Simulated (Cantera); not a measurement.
**Equilibrium for carbothermic reduction: PbO + CO**

Feed: 1 mol PbO, 0.85 mol CO, equilibrated at 1500 K and 0.900 Torr.

Method: chemical equilibrium by Gibbs-energy minimisation in Cantera with the NASA 1993 tables (ideal gas, pure condensed phases). Candidate condensed phases: C, Pb, PbO, PbO2, Pb3O4; 15 gas species. Kinetics and transport are ignored.

```json
{
  "x(Pb)": "0.458",
  "x(CO2)": "0.457",
  "x(PbO)": "0.0822",
  "x(CO)": "0.00252",
  "x(O2)": "0.000658",
  "x(Pb2)": "4.30e-6",
  "x(O)": "3.00e-6",
  "gas_amount": "1.851 mol",
  "log10 activity of Pb(l) (absent)": "-1.65",
  "log10 activity of C(graphite) (absent)": "-10.96"
}
```
